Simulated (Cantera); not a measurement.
**Low-pressure radical oxidation in H2/O2**

An isothermal, constant-pressure homogeneous reactor starts with H2 : O2 = 0.21 : 1 (molar parts), equivalence ratio 0.10, at 1223 K and 2670 Pa.

Detailed kinetics in Cantera: GRI-Mech 3.0 (53 species, 325 reactions). Radical loss at walls, strong at low pressure, is not modelled. The temperature is held fixed by assumption; the heat of reaction is taken as removed at once.

```
t (s)         x H2   x O2    x H2O       x O    x H2O2       x H    x HO2
--------  --------  -----  -------  --------  --------  --------  -------
0.000100     0.174  0.826  1.74e-7   8.95e-8  6.92e-11   1.24e-7  4.10e-8
0.000293     0.173  0.826  6.70e-5   2.87e-5  8.79e-10   3.82e-5  3.74e-7
0.000858   0.00896  0.728    0.135    0.0654   5.70e-7    0.0525  1.51e-5
0.00251    0.00519  0.757    0.159    0.0441   6.01e-7    0.0265  1.59e-5
0.00737    0.00167  0.795    0.182    0.0132   6.36e-7   0.00430  1.36e-5
0.0216    0.000216  0.808    0.189   0.00168   3.56e-7  0.000192  5.65e-6
0.0632     2.54e-5  0.810    0.190  0.000201   1.29e-7   7.98e-6  1.23e-6
0.185      4.16e-6  0.810    0.190   3.38e-5   4.38e-8   5.52e-7  2.61e-7
0.543      9.14e-7  0.810    0.190   7.60e-6   1.51e-8   5.88e-8  6.85e-8
1.59       2.43e-7  0.810    0.190   2.05e-6   5.26e-9   8.20e-9  2.66e-8
4.66       7.49e-8  0.810    0.190   6.36e-7   1.94e-9   1.42e-9  2.07e-8
13.7       3.23e-8  0.810    0.190   2.74e-7  9.58e-10  4.06e-10  2.47e-8
40.0       2.65e-8  0.810    0.190   2.25e-7  8.20e-10  3.02e-10  2.64e-8
```
x: mole fraction; the columns are a selection and need not sum to one.

Equilibrium at this temperature and pressure: H2 2.65e-8, O2 0.810, H2O 0.190, O 2.24e-7, H2O2 8.19e-10, H 3.01e-10, HO2 2.64e-8 (gas phase only).
